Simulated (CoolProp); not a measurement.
A simple Rankine cycle with propylene: condensing at 288.15 K, boiler at 2.78 MPa, turbine inlet 342.9 K, turbine efficiency 0.65, pump efficiency 0.7, no recuperator. Each further row changes one setting.

Model: reference Helmholtz-energy equation of state, Lemmon 2013, in CoolProp.

```
case                             thermal efficiency (%)  net work (kJ/kg)  heat in (kJ/kg)  turbine exit temperature (K)  volume ratio over the turbine
-------------------------------  ----------------------  ----------------  ---------------  ----------------------------  -----------------------------
as stated                                             …                 …              388                         291.3                           3.40
turbine inlet 362.9 K                               7.8              34.2              439                         316.8                              …
condensing temperature 280.15 K                     8.6              34.9              408                         283.7                           4.23
boiler pressure 1.95 MPa                            5.7              24.1                …                             …                              …
turbine efficiency 0.55                               …              23.5              388                         294.2                           3.46
```

**Question.** Complete the blanks.

**Answer.** 
- as stated, thermal efficiency (%): 7.4
- as stated, net work (kJ/kg): 28.7
- turbine inlet 362.9 K, volume ratio over the turbine: 3.24
- boiler pressure 1.95 MPa, heat in (kJ/kg): 422
- boiler pressure 1.95 MPa, turbine exit temperature (K): 312.7
- boiler pressure 1.95 MPa, volume ratio over the turbine: 2.22
- turbine efficiency 0.55, thermal efficiency (%): 6.1
